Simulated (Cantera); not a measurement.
Charge: 1 mol Si, 1.3 mol Cl2, 66 mol H2, at 823 K and 48.0 Pa.

Equilibrium computed with Cantera from the NASA thermochemical tables; the gas is ideal and each condensed phase is pure. Candidate condensed phases: Si; 19 gas species. The tables' values for SiCl3 are old estimates; treat these amounts as uncertain. The numbers say what is thermodynamically allowed, not how fast it happens.

Base state: H2 0.985, SiCl4 0.00705, HCl 0.00669, SiHCl3 0.00125, SiCl3 6.26e-5, SiCl2 5.00e-5, SiH2Cl2 1.87e-5 (mole fractions); condensed: Si(s).

Question: What changes in the equilibrium state with this change: pressure from 48.0 Pa to 0.230 bar?

Answer: 
```tsv
species	before	after
H2	0.985	0.988
SiCl4	0.00705	0.00555
SiHCl3	0.00125	0.00491
HCl	0.00669	0.00135
SiCl2	5.00e-5	2.03e-6
SiH2Cl2	1.87e-5	0.000365
SiCl3	6.26e-5	1.12e-5
Si(s), mol	0.437	0.278
```

Question: What changes in the equilibrium state with this change: H2 from 66 to 0.57 mol?

Answer: 
| species | before | after |
|---|---|---|
| SiCl4 | 0.00705 | 0.513 |
| H2 | 0.985 | 0.451 |
| SiHCl3 | 0.00125 | 0.0211 |
| HCl | 0.00669 | 0.0132 |
| SiCl3 | 6.26e-5 | 0.00156 |
| SiCl2 | 5.00e-5 | 0.000426 |
| SiH2Cl2 | 1.87e-5 | 7.31e-5 |
| Si(s), mol | 0.437 | 0.347 |

Question: What changes in the equilibrium state with this change: temperature from 823 K to 1098.15 K?

Answer: 
```json
[
 {"species": "H2", "before": "0.985", "after": "0.964"},
 {"species": "HCl", "before": "0.00669", "after": "0.0329"},
 {"species": "SiCl2", "before": "5.00e-5", "after": "0.00228"},
 {"species": "SiCl4", "before": "0.00705", "after": "0.000137"},
 {"species": "SiHCl3", "before": "0.00125", "after": "5.86e-5"},
 {"species": "SiH2Cl2", "before": "1.87e-5", "after": "2.99e-6"},
 {"species": "SiCl3", "before": "6.26e-5", "after": "0.000149"},
 {"species": "Si(s), mol", "before": "0.437", "after": "0.823"}
]
```
